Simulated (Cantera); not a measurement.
Charge: 1 mol V, 0.14 mol H₂O, at 2400 Pa.

These are equilibrium values from Cantera (NASA tables, ideal gas, pure condensed phases), not measurements of a reactor. Candidate condensed phases: H₂O, V, VO, V₂O₃, V₂O₄, V₂O₅; 12 gas species. Mutual solubility and eutectic melting of coexisting phases are not modelled. VO: taken at fixed stoichiometry. Condensed phases not in the tables: N, O or C dissolved in the metal. Rates play no part.

**Question.** At 2075 K, list the 6 most abundant gas species with their mole fractions, and the condensed phases.

**Answer.** H₂ 0.982, H 0.0170, H₂O 0.000458, V 0.000286, VO 0.000242, VO₂ 2.08e-5. Condensed: V(s) + VO(l).
